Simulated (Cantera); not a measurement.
A perfectly stirred reactor is fed with 4.14 % CH₄, 15.6 % O₂, 58.8 % N₂, 21.5 % H₂O, equivalence ratio 0.53, at 11.8 atm; it is adiabatic with a 823 K inlet, and is followed from long to short residence time, starting on the burning branch (τ in s: 0.042, 0.018, 0.0082, 0.0036, 0.0016, 0.0007, 0.00031, 0.00014, 6e-05, 2.6e-05, 1.2e-05).

Model: GRI-Mech 3.0 (53 species, 325 reactions), integrated in Cantera. The pressure lies above the range GRI-Mech 3.0 was tuned for (to about 10 atm).

**Question.** Predict: blow-out, bracketed by the residence times tried; x(CH₄) at τ = 42.0 ms; x(O₂) at τ = 42.0 ms; x(H₂O) at τ = 42.0 ms; x(C₂H₆) at τ = 42.0 ms; x(CO) at τ = 42.0 ms; x(CH₄) at τ = 0.700 ms; x(O₂) at τ = 0.700 ms; x(H₂O) at τ = 0.700 ms; x(C₂H₆) at τ = 0.700 ms; x(CO) at τ = 0.700 ms.

**Answer.** blow-out, bracketed by the residence times tried: burning at 0.700 ms, out at 0.310 ms
x(CH₄) at τ = 42.0 ms: 1.14e-5
x(O₂) at τ = 42.0 ms: 0.0732
x(H₂O) at τ = 42.0 ms: 0.298
x(C₂H₆) at τ = 42.0 ms: 2.01e-9
x(CO) at τ = 42.0 ms: 9.25e-5
x(CH₄) at τ = 0.700 ms: 0.000568
x(O₂) at τ = 0.700 ms: 0.0769
x(H₂O) at τ = 0.700 ms: 0.295
x(C₂H₆) at τ = 0.700 ms: 3.37e-6
x(CO) at τ = 0.700 ms: 0.00450
